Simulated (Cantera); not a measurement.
Charge: 1 mol LiOH, 0.63 mol H2O, 1.5 mol H2, at 1552 °C.

Equilibrium computed with Cantera from the NASA thermochemical tables; the gas is ideal and each condensed phase is pure. Candidate condensed phases: H2O, Li, LiH, LiOH, Li2O; 17 gas species. Kinetics and transport are ignored.

Q: At 150000 Pa, list the 6 most abundant gas species with their mole fractions, and the condensed phases.

A: H2 0.519, H2O 0.308, LiOH 0.168, Li 0.00278, Li2(OH)2 0.00158, Li2O 0.000403. Condensed: Li2O(s).
